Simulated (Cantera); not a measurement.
**Hydrocarbon pyrolysis for carbon deposition**

An isothermal, constant-pressure homogeneous reactor starts with 47.6 % C₂H₆, 52.4 % N₂, at 1000 K and 101000 Pa.

Cantera simulation using GRI-Mech 3.0 (53 species, 325 reactions); the numbers are that mechanism's predictions, not measurements. GRI-Mech 3.0 stops at C3 and has no aromatics, soot or wall deposition, so with more carbon than oxygen in the feed, carbon stays in small species such as C2H2 where larger ones or solid carbon would form.

| t (s) | x C₂H₆ | x C₂H₄ | x C₂H | x H₂ | x CH₄ | x C₂H₂ |
|---|---|---|---|---|---|---|
| 0.000300 | 0.476 | 3.65e-7 | <1e-12 | 3.65e-7 | 2.69e-7 | <1e-12 |
| 0.000954 | 0.476 | 4.27e-6 | <1e-12 | 4.27e-6 | 9.30e-7 | 1.72e-12 |
| 0.00304 | 0.476 | 4.49e-5 | <1e-12 | 4.49e-5 | 3.14e-6 | 1.84e-10 |
| 0.00965 | 0.476 | 0.000443 | <1e-12 | 0.000441 | 1.34e-5 | 1.76e-8 |
| 0.0307 | 0.471 | 0.00338 | <1e-12 | 0.00334 | 9.41e-5 | 8.83e-7 |
| 0.0977 | 0.454 | 0.0146 | <1e-12 | 0.0144 | 0.000441 | 1.04e-5 |
| 0.311 | 0.407 | 0.0462 | <1e-12 | 0.0456 | 0.00148 | 5.63e-5 |
| 0.988 | 0.304 | 0.115 | <1e-12 | 0.113 | 0.00423 | 0.000217 |
| 3.14 | 0.182 | 0.195 | <1e-12 | 0.191 | 0.0102 | 0.000651 |
| 10.0 | 0.133 | 0.223 | <1e-12 | 0.214 | 0.0229 | 0.00144 |
x: mole fraction; the columns are a selection and need not sum to one.

Equilibrium at this temperature and pressure: C₂H₆ 0.00318, C₂H₄ 0.129, C₂H <1e-12, H₂ 0.00906, CH₄ 0.404, C₂H₂ 0.0275 (gas phase only).
